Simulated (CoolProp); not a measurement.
Vapour-liquid equilibrium of dimethyl ether (1) + n-pentane (2) at 0.47 MPa; x and y are mole fractions of (1).

Values from CoolProp's multi-fluid Helmholtz-energy mixture model, Wu 2011 and Thol 2019; pair parameters Bell 2016.

Task: Give the bubble temperature and the first vapour's composition at x = 0.125, 0.2, 0.8. Is there an azeotrope?

Result: x = 0.125: 347.2 K, y = 0.390; x = 0.2: 336.6 K, y = 0.580; x = 0.8: 295.6 K, y = 0.962. No azeotrope shows between x = 0.05 and 0.95.

Pair parameters are fitted to limited data, so mixtures are less certain than the pure fluids. The gap from Raoult's law changes sign with composition, which may be real or a fault of the pair parameters; it wasn't checked against measurements.
